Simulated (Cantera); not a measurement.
A closed system holds: 1 mol BCl3, 1.5 mol O2, 13 mol N2, 0.45 mol H2O, equilibrated at 13.3 mbar.

Equilibrium computed with Cantera from the NASA thermochemical tables; the gas is ideal and each condensed phase is pure. Candidate condensed phases: B, BN, B2O3, B3O3H3, H2O, NH4Cl; 49 gas species. The tables' values for BOCl are old estimates; treat these amounts as uncertain. Equilibrium is a limit: real reactors are often held back by kinetics, nucleation or transport. All values below are at 1673 K.

Base state: N2 0.747, Cl 0.113, O2 0.0538, HCl 0.0436, B2O3 0.0223, HBO2 0.00785, Cl2 0.00615, BOCl 0.00358 (mole fractions); condensed: gas only.

**Question.** What changes in the equilibrium state with this change: 0.21 mol H2 added?

**Answer.** 
```
species    before     after
-------  --------  --------
N2          0.747     0.744
Cl          0.113    0.0974
HCl        0.0436    0.0624
HBO2      0.00785    0.0124
B2O3       0.0223    0.0203
O2         0.0538    0.0522
H2O      0.000157  0.000426
OH        2.50e-5   4.10e-5
Cl2       0.00615   0.00457
```
